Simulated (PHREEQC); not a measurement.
PHREEQC input (ion-association model, wateq4f.dat):

```
SOLUTION_MASTER_SPECIES
  An  An-  0  An  62.0  # stands for a non-complexing anion
SOLUTION_SPECIES
  An- = An-
    -log_k 0
    -gamma 3.0 0
PHASES
  Fix_H+
    H+ = H+
    -log_k 0
SOLUTION 1
  temp 25
  units mmol/kgw
  pH 7 charge
  Na 10
  An 10
END
SELECTED_OUTPUT 1
  -reset false
  -pH true
  -pe true
  -ionic_strength true
  -water true
  -totals Na
  -molalities Hfo_wOH Hfo_wOH2+ Hfo_wO- Hfo_sOH Hfo_sOH2+ Hfo_sO-
USER_PUNCH 1
  -headings sigma psi
  10 PUNCH EDL("sigma", "Hfo"), EDL("psi", "Hfo")
PRINT
  -reset false
USE solution 1
SURFACE 1
  Hfo_wOH 0.0101124 600 4.5
  Hfo_sOH 0.000252809
EQUILIBRIUM_PHASES 1
  Fix_H+ -3 HAn 10
    -force_equality true
  O2(g) -0.68 10
END
# ... the last block is repeated for the other 16 points of pH, with NaOH or the acid as the point needs
```

Selected output (columns that matter, 17 of 17 rows; pH added in front):

```
pH	mu	Na	m_Hfo_wOH	m_Hfo_wOH2+	m_Hfo_wO-	m_Hfo_sOH	m_Hfo_sOH2+	m_Hfo_sO-	sigma	psi
3	0.015798	0.01	0.00096782	0.0091422	2.3471e-06	2.4195e-05	0.00022855	5.8678e-08	0.33481	0.19609
3.5	0.014403	0.01	0.0021775	0.0079212	1.3712e-05	5.4436e-05	0.00019803	3.4281e-07	0.28967	0.19102
4	0.013325	0.01	0.0037393	0.0063224	5.0664e-05	9.3482e-05	0.00015806	1.2666e-06	0.22975	0.18113
4.5	0.012408	0.01	0.0052197	0.0047616	0.00013108	0.00013049	0.00011904	3.2769e-06	0.16963	0.1674
5	0.011672	0.01	0.0063448	0.0035045	0.00026315	0.00015862	8.7612e-05	6.5788e-06	0.11874	0.15072
5.5	0.011115	0.01	0.007066	0.0026078	0.00043862	0.00017665	6.5194e-05	1.0965e-05	0.079459	0.1315
6	0.010712	0.01	0.0074616	0.0020191	0.00063171	0.00018654	5.0477e-05	1.5793e-05	0.050822	0.10989
6.5	0.010432	0.01	0.0076485	0.0016534	0.00081053	0.00019121	4.1335e-05	2.0263e-05	0.030876	0.086083
7	0.010244	0.01	0.0077258	0.0014312	0.00095538	0.00019314	3.5781e-05	2.3884e-05	0.017432	0.060471
7.5	0.010116	0.01	0.0077542	0.0012921	0.001066	0.00019386	3.2303e-05	2.6651e-05	0.008282	0.033614
8	0.01002	0.01	0.0077623	0.0011941	0.001156	0.00019406	2.9852e-05	2.89e-05	0.0013953	0.0060907
8.5	0.010075	0.010146	0.0077594	0.0011071	0.0012459	0.00019398	2.7677e-05	3.1147e-05	-0.0050857	-0.021553
9	0.010193	0.010375	0.007742	0.0010076	0.0013627	0.00019355	2.519e-05	3.4068e-05	-0.013008	-0.048771
9.5	0.010375	0.010716	0.0076912	0.00087848	0.0015426	0.00019228	2.1962e-05	3.8565e-05	-0.024328	-0.074994
10	0.010689	0.011266	0.007561	0.00071217	0.001839	0.00018903	1.7804e-05	4.5975e-05	-0.041278	-0.099619
10.5	0.011283	0.012212	0.0072621	0.0005181	0.0023319	0.00018155	1.2952e-05	5.8297e-05	-0.066444	-0.12206
11	0.012569	0.014014	0.0066481	0.00032229	0.0031415	0.0001662	8.0572e-06	7.8538e-05	-0.10328	-0.14171
```

The oxide is taken as insoluble; below pH 4 it would dissolve.
